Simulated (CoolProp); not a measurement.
Isobutane at 298.15 K and 0.13 MPa flows at 11 m/s in a round tube of 20 mm bore and 0.25 µm roughness, fully developed (64/Re and Nu = 3.66 if laminar; Colebrook and Gnielinski if turbulent). Each further row changes one setting.

Model: reference Helmholtz-energy equation of state, Bücker 2006, in CoolProp.

| case | Reynolds number | Darcy friction factor | pressure drop (Pa/m) | heat-transfer coefficient (W/(m² K)) | mass flow (kg/h) |
|---|---|---|---|---|---|
| as stated | 92700 | 0.0183 | 175 | 149 | 39.3 |
| velocity 22 m/s | 185000 | 0.0160 | 610 | 260 | 78.5 |
| diameter 40 mm | 185000 | 0.0159 | 76.0 | 129 | 157 |

Viscosity comes from a separate model (Vogel 2000). Thermal conductivity comes from a separate model (Perkins 2002).
